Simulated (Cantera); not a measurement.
A closed system holds: 1 mol Cu2O, 7.7 mol CO, 1.4 mol H2, held at 1402 °C and 94000 Pa.

Method: chemical equilibrium by Gibbs-energy minimisation in Cantera with the NASA 1993 tables (ideal gas, pure condensed phases). Candidate condensed phases: C, C6H6, C7H8, C8H18, Cu, CuO, Cu(OH)2, Cu2O, H2O; 113 gas species. The numbers say what is thermodynamically allowed, not how fast it happens.

Base state: CO 0.773, H2 0.117, CO2 0.0731, H2O 0.0367, Cu 0.000121, H 4.10e-5 (mole fractions); condensed: Cu(l).

Problem. What changes in the equilibrium state with this change: pressure from 94000 Pa to 1330 Pa?

Solution. 
```
species       before     after
----------  --------  --------
CO             0.773     0.766
H2             0.117     0.116
CO2           0.0731    0.0725
Cu          0.000121   0.00856
H2O           0.0367    0.0364
H            4.10e-5  0.000342
Cu(l), mol      2.00      1.92
```

Problem. What changes in the equilibrium state with this change: temperature from 1402 °C to 1900 °C?

Solution. 
| species | before | after |
|---|---|---|
| CO | 0.773 | 0.766 |
| H2 | 0.117 | 0.105 |
| CO2 | 0.0731 | 0.0628 |
| Cu | 0.000121 | 0.0200 |
| H2O | 0.0367 | 0.0447 |
| Cu2 | 1.30e-7 | 0.000142 |
| OH | 6.22e-7 | 9.19e-5 |
| H | 4.10e-5 | 0.00161 |
| Cu(l), mol | 2.00 | 1.81 |
